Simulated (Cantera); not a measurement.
A Cantera script and what it prints.

```python
import numpy as np
import cantera as ct

gas_names = [...]  # 45 gases of nasa_gas.yaml made of Al, Cl, H, N, O
cond_names = """
    AL(cr) AL(L) ALCL3(s) ALCL3(L) ALN(s) AL2O3(a) AL2O3(L) H2O(s) H2O(L) NH4CL(a) NH4CL(b)
""".split()


# ... load() reads the species with a 1 bar reference pressure and builds the phases ...
atoms = {
    'AlCl3': {'AL': 1, 'CL': 3},
    'N2O': {'N': 2, 'O': 1},
    'H2': {'H': 2},
}
top_T = {'ALN(s)': 2750}  # K; cautious upper limits of use, not melting points


# ... equilibrate(T, P, feed) seeds the gas with the atoms and calls Mixture.equilibrate('TP', solver="vcs", rtol=1e-11, max_steps=5000) ...
results = []
feed = {'AlCl3': 1, 'N2O': 2.7, 'H2': 6.1}  # mol
P = 5200  # Pa
for T in [898, 998, 1098, 1198, 1298, 1398, 1498, 1598, 1698, 1798, 1898, 1998, 2098, 2198]:
    mix = equilibrate(T, P, feed)
    results.append((T, P, feed, dict(zip(mix.species_names, mix.species_moles))))

top = {s: max(r[3][s] / sum(r[3][g] for g in gas_names) for r in results) for s in gas_names}
cols = sorted((s for s in top if top[s] > 1e-05), key=lambda s: -top[s])[:9]
seen = [c for c in cond_names if any(r[3].get(c, 0) > 1e-12 for r in results)]
print("log10 of partial pressures in bar; condensed amounts in mol")
print(f"{'T/K':>10s}" + "".join(f"{s[:9]:>10s}" for s in cols + seen))
for T, P, feed, n in results:
    ng = sum(n[g] for g in gas_names)
    print(f"{T:10.4g}" + "".join(f"{np.log10(max(n[s] / ng * P / 1e5, 1e-99)):10.3f}" for s in cols)
          + "".join(f"{n.get(c, 0):10.4g}" for c in seen))
```

It prints:

```
log10 of partial pressures in bar; condensed amounts in mol
       T/K        H2       HCL        N2       H2O         H        CL        OH      ALCL     ALOCL  AL2O3(a)
       898    -1.765    -1.820    -1.865    -2.218   -10.844   -10.908   -14.332   -21.937   -20.844       0.5
       998    -1.765    -1.820    -1.865    -2.218    -9.550    -9.635   -12.664   -19.015   -18.191       0.5
      1098    -1.765    -1.820    -1.865    -2.218    -8.489    -8.591   -11.298   -16.637   -16.027       0.5
      1198    -1.765    -1.820    -1.865    -2.218    -7.604    -7.720   -10.158   -14.665   -14.229       0.5
      1298    -1.765    -1.820    -1.865    -2.218    -6.853    -6.981    -9.193   -13.006   -12.714       0.5
      1398    -1.765    -1.820    -1.865    -2.218    -6.208    -6.346    -8.365   -11.591   -11.419       0.5
      1498    -1.765    -1.820    -1.865    -2.218    -5.648    -5.795    -7.647   -10.371   -10.300       0.5
      1598    -1.765    -1.820    -1.866    -2.218    -5.157    -5.313    -7.019    -9.309    -9.325       0.5
      1698    -1.766    -1.820    -1.866    -2.218    -4.723    -4.886    -6.464    -8.376    -8.468       0.5
      1798    -1.766    -1.821    -1.866    -2.218    -4.336    -4.507    -5.971    -7.552    -7.710       0.5
      1898    -1.766    -1.822    -1.866    -2.219    -3.990    -4.168    -5.529    -6.819    -7.034    0.4999
      1998    -1.768    -1.825    -1.867    -2.220    -3.679    -3.864    -5.133    -6.163    -6.429    0.4998
      2098    -1.770    -1.830    -1.868    -2.221    -3.397    -3.590    -4.774    -5.575    -5.886    0.4995
      2198    -1.774    -1.839    -1.871    -2.224    -3.141    -3.344    -4.448    -5.047    -5.398    0.4984
```

These are equilibrium values from Cantera (NASA tables, ideal gas, pure condensed phases), not measurements of a reactor. The tables' values for AlCl2 are old estimates; treat these amounts as uncertain. Condensed phases not in the tables: AlOCl.
